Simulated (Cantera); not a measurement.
Ammonia decomposition in nitride growth gas

A perfectly stirred reactor is fed with 6.25 % NH₃, 93.8 % N₂, at 3800 Pa; it is held at 2075 K, and followed from long to short residence time.

Cantera simulation using the gas-phase N/H chemistry of the illustrative SiF4/NH3 mechanism in the Surface Chemkin manual (1991); the numbers are that mechanism's predictions, not measurements. Walls and surfaces, which speed up NH3 decomposition in real reactors, are not modelled.

```json
[
 {"τ (s)": "1.6", "x NH₃": "0.00998", "x NH": "9.08e-6", "x NH₂": "9.96e-5", "x N₂H₄": "9.71e-11", "x N₂": "0.916", "x N": "2.36e-6"},
 {"τ (s)": "0.85", "x NH₃": "0.0158", "x NH": "1.10e-5", "x NH₂": "0.000141", "x N₂H₄": "1.95e-10", "x N₂": "0.918", "x N": "2.46e-6"},
 {"τ (s)": "0.44", "x NH₃": "0.0238", "x NH": "1.30e-5", "x NH₂": "0.000195", "x N₂H₄": "3.72e-10", "x N₂": "0.921", "x N": "2.49e-6"},
 {"τ (s)": "0.23", "x NH₃": "0.0330", "x NH": "1.45e-5", "x NH₂": "0.000257", "x N₂H₄": "6.45e-10", "x N₂": "0.925", "x N": "2.36e-6"},
 {"τ (s)": "0.12", "x NH₃": "0.0421", "x NH": "1.53e-5", "x NH₂": "0.000324", "x N₂H₄": "1.03e-9", "x N₂": "0.929", "x N": "2.03e-6"},
 {"τ (s)": "0.064", "x NH₃": "0.0494", "x NH": "1.49e-5", "x NH₂": "0.000391", "x N₂H₄": "1.50e-9", "x N₂": "0.932", "x N": "1.52e-6"},
 {"τ (s)": "0.033", "x NH₃": "0.0551", "x NH": "1.32e-5", "x NH₂": "0.000458", "x N₂H₄": "2.05e-9", "x N₂": "0.934", "x N": "9.19e-7"},
 {"τ (s)": "0.017", "x NH₃": "0.0587", "x NH": "1.04e-5", "x NH₂": "0.000503", "x N₂H₄": "2.47e-9", "x N₂": "0.936", "x N": "4.33e-7"},
 {"τ (s)": "0.0092", "x NH₃": "0.0606", "x NH": "7.48e-6", "x NH₂": "0.000492", "x N₂H₄": "2.37e-9", "x N₂": "0.937", "x N": "1.74e-7"},
 {"τ (s)": "0.0048", "x NH₃": "0.0617", "x NH": "4.53e-6", "x NH₂": "0.000399", "x N₂H₄": "1.56e-9", "x N₂": "0.937", "x N": "5.59e-8"},
 {"τ (s)": "0.0025", "x NH₃": "0.0622", "x NH": "2.29e-6", "x NH₂": "0.000254", "x N₂H₄": "6.33e-10", "x N₂": "0.937", "x N": "1.85e-8"}
]
```
x: mole fraction; the columns are a selection and need not sum to one.
